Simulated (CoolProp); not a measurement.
Nitrogen at several states: Z from the reference equation and from simpler models built on Tc = -147.0 °C, pc = 33.96 bar, ω = 0.037; each cubic takes its own stable root.

Computed with CoolProp (reference Helmholtz-energy equation of state, Span 2000).

```tsv
T (°C)	p (bar)	phase	reference	van der Waals	Soave-Redlich-Kwong
61.65	190	supercritical	[?]	[?]	[?]
325.85	4.08	gas	1.002	1.001	1.002
623.95	107	supercritical	[?]	[?]	[?]
```

**Question.** Complete the blanks.

**Answer.** 
- 61.65, reference: 1.069
- 61.65, van der Waals: 1.020
- 61.65, Soave-Redlich-Kwong: 1.085
- 623.95, reference: 1.040
- 623.95, van der Waals: 1.031
- 623.95, Soave-Redlich-Kwong: 1.038
